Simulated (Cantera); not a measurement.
Source: NASA polynomial tables (part measured, part estimated), evaluated in Cantera. Values are per mole of reaction as written; species without (g) are pure solids or liquids, kept so even where they would boil at 1 bar.

a) Nb + O₂(g) = NbO₂
b) Zr + O₂(g) = ZrO₂(g)
c) 2 B + O₂(g) = B₂O₂(g)

**Question.** Order these by ΔG° at 1500 K, most negative first.

**Answer.** a (-531 kJ), c (-493 kJ), b (-321 kJ)
